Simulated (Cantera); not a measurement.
## Stirred combustor or abatement burner

A perfectly stirred reactor is fed with CO : H2 : CH4 : O2 : N2 = 1 : 2.3 : 0.19 : 1.36 : 9.64 (molar parts), at 6.02 atm; it is adiabatic with a 350 K inlet, and is followed from long to short residence time, starting on the burning branch (τ in s: 0.085, 0.032, 0.012, 0.0045, 0.0017, 0.00064, 0.00024, 9.2e-05, 3.5e-05, 1.3e-05, 4.9e-06).

Model: GRI-Mech 3.0 (53 species, 325 reactions), integrated in Cantera.

```
τ (s)    T (K)    x CO    x H2     x CH4     x NO2    x CH2
-------  -----  ------  ------  --------  --------  -------
0.085     1721  0.0471  0.0484  0.000895  4.65e-11  2.34e-8
0.032     1718  0.0475  0.0483  0.000892  1.23e-10  5.43e-8
0.012     1713  0.0482  0.0483  0.000864  2.93e-10  1.26e-7
0.0045    1704  0.0492  0.0484  0.000848  5.92e-10  2.83e-7
0.0017    1692  0.0507  0.0483  0.000854  9.93e-10  5.95e-7
0.00064   1673  0.0525  0.0483  0.000892   1.37e-9  1.14e-6
0.00024   1645  0.0550  0.0484   0.00101   1.57e-9  1.88e-6
9.2e-5    1572  0.0602  0.0501   0.00162   1.50e-9  2.28e-6
3.5e-5     350  0.0690   0.159    0.0131    <1e-12   <1e-12
1.3e-5     350  0.0690   0.159    0.0131    <1e-12   <1e-12
4.9e-6     350  0.0690   0.159    0.0131    <1e-12   <1e-12
```
x: mole fraction; the columns are a selection and need not sum to one.
